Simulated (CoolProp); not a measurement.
Saturation properties of carbon monoxide (Tc = -140.3 °C, pc = 3498 kPa, ω = 0.050).

Computed with CoolProp (reference Helmholtz-energy equation of state, Lemmon 2006). It is a short technical equation, of lower accuracy than the large ones.

```tsv
T (°C)	p (kPa)	liquid density (kg/m³)	liquid cp (kJ/(kg K))	vapour Z	surface tension (mN/m)
-171.55	611.6	696.8	2.334	0.8534	5.40
-169.15	723.5	(withheld)	2.384	0.8350	4.93
-166.65	854.9	668.9	2.447	0.8143	4.44
-164.25	(withheld)	654.4	2.520	0.7929	3.98
-161.85	1154	(withheld)	2.609	0.7698	3.52
-159.35	1336	622.1	2.726	0.7438	3.06
-156.95	1530	604.8	2.870	0.7168	2.62
-154.45	1752	585.4	(withheld)	0.6860	2.18
-152.05	1987	565.0	3.336	0.6534	1.76
-149.55	2255	541.3	(withheld)	0.6155	1.34
-147.15	2536	515.1	4.431	0.5737	(withheld)
-144.75	2844	483.3	(withheld)	0.5236	0.578
```

Task: Fill in the missing entries.

Result: 
- -169.15, liquid density (kg/m³): 683.4
- -164.25, p (kPa): 996.4
- -161.85, liquid density (kg/m³): 639.0
- -154.45, liquid cp (kJ/(kg K)): 3.069
- -149.55, liquid cp (kJ/(kg K)): 3.754
- -147.15, surface tension (mN/m): 0.947
- -144.75, liquid cp (kJ/(kg K)): 5.822

It boils at -191.5 °C under 1 atm.

Surface tension comes from a separate correlation (Mulero 2012).
